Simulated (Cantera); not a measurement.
A freely propagating, adiabatic, planar premixed flame of H₂ : O₂ : N₂ = 1 : 0.5 : 1.88 (molar parts), unburnt at 598 K and 0.132 atm; mixture-averaged transport, grid criteria slope 0.08 and curve 0.16, no radiation.

Detailed kinetics in Cantera: the H2/O2 subset of GRI-Mech 3.0, which has no nitrogen chemistry. Burning velocities carry a grid error of a few per cent, more on coarse grids.

Task: What does this change do: inlet temperature 598 to 498 K?

Result: 
| quantity | before | after |
|---|---|---|
| laminar burning velocity | 592 cm/s | 430 cm/s |
| thermal thickness | 6.53 mm | 6.12 mm |
| peak x(O) | 0.0162 | 0.0147 |
| peak x(H₂O₂) | 8.91e-7 | 3.97e-6 |
| peak x(H) | 0.0913 | 0.0844 |
| peak x(OH) | 0.0194 | 0.0177 |

Task: What does this change do: inlet temperature 598 to 550 K?

Result: 
```csv
quantity,before,after
laminar burning velocity,592 cm/s,509 cm/s
thermal thickness,6.53 mm,6.32 mm
peak x(O),0.0162,0.0155
peak x(H₂O₂),8.91e-7,1.75e-6
peak x(H),0.0913,0.0880
peak x(OH),0.0194,0.0186
```
